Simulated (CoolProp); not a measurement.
The fluid at 298.15 K and 0.337 MPa is compressed adiabatically to 1.08 MPa with isentropic efficiency 1. The same conditions are run with several fluids, on thermodynamics alone (safety and materials aside).

Computed with CoolProp (reference Helmholtz-energy equation of state of each fluid (propylene: Lemmon 2013; chloromethane (R40): Thol 2014; propyne: Polt 1992; CF4 (R14): Platzer 1990; R134a: Tillner-Roth 1994)). The equations of Platzer and Polt are older, rougher fits.

Question: Rank propylene, chloromethane (R40), propyne, CF4 (R14), R134a by work (kJ/kg), highest first.

Answer: propyne (71.9), propylene (68.9), chloromethane (R40) (59.8), CF4 (R14) (35.0), R134a (27.0)

```csv
fluid,final temperature (K),final density (kg/m³)
propylene,348.4,17.4
chloromethane (R40),376.2,19.1
propyne,352.5,16.6
CF4 (R14),348.6,33.5
R134a,339.5,46.0
```
